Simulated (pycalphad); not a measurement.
CALPHAD calculation (pycalphad, COST 507 light-alloy database (1999)), 1 atm. The data set is of 1999 and partly superseded. Phase fractions are per mole of atoms.

Q: Give the equilibrium state of Si-29.48Ti (wt.%) at 1077 °C.

A: 
```
T = 1350.00 K, P = 101325 Pa, N = 1 mol of atoms
G = -85860 J/mol, H = -6812 J/mol, S = 58.55 J/(mol K)  (SER reference)
chemical potentials (J/mol): Si -48424, Ti -238454
phase             fraction      x(Si)      x(Ti)
SI2TI               0.5910     0.6667     0.3333
DIAMOND_A4          0.4090     1.0000   1.35e-12
```

Database names, with the compositions (at.%) that they take in these runs: SI2TI: Si 67 Ti 33. DIAMOND_A4 is diamond (Si).
